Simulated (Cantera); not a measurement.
Charge: 1 mol CaCO₃, 0.16 mol H₂O, 0.23 mol H₂, equilibrated at 0.430 bar.

Cantera equilibrium calculation (NASA polynomials, part measured and part estimated; ideal gas, pure solids and liquids). Candidate condensed phases: C, C₆H₆, C₇H₈, C₈H₁₈, Ca, CaCO₃, CaO, Ca(OH)₂, H₂O; 115 gas species. The numbers say what is thermodynamically allowed, not how fast it happens.

x: gas mole fraction; n: condensed amount in mol.

```csv
T (°C),x H₂,x H₂O,x CH₄,x CO₂,x CO,n CaCO₃(calcite),n Ca(OH)₂(s),n CaO(s)
302,0.500,0.468,0.0317,___,5.00e-8,0.988,0.0116,0
327,0.540,0.443,0.0178,___,1.41e-7,0.993,0.00671,0
352,0.564,0.427,0.00927,___,3.57e-7,0.996,0.00355,0
377,0.577,0.419,0.00465,___,8.27e-7,0.998,0.00180,0
402,0.583,0.414,0.00233,___,1.78e-6,0.999,0.000910,0
427,0.586,0.412,0.00119,___,3.62e-6,1.000,0.000474,0
452,0.587,0.412,0.000823,___,9.20e-6,1.000,0,0.000343
477,0.587,0.412,0.000780,___,2.96e-5,1.000,0,0.000365
502,0.587,0.412,0.000738,___,8.81e-5,1.000,0,0.000444
527,0.587,0.412,0.000696,___,0.000244,0.999,0,0.000649
552,0.586,0.412,0.000653,___,0.000634,0.999,0,0.00112
577,0.583,0.411,0.000606,___,0.00155,0.998,0,0.00215
```

Task: Fill in the missing entries.

Result: 
- 302, x CO₂: 1.86e-6
- 327, x CO₂: 3.27e-6
- 352, x CO₂: 5.61e-6
- 377, x CO₂: 9.36e-6
- 402, x CO₂: 1.52e-5
- 427, x CO₂: 2.39e-5
- 452, x CO₂: 4.87e-5
- 477, x CO₂: 0.000127
- 502, x CO₂: 0.000312
- 527, x CO₂: 0.000723
- 552, x CO₂: 0.00159
- 577, x CO₂: 0.00334
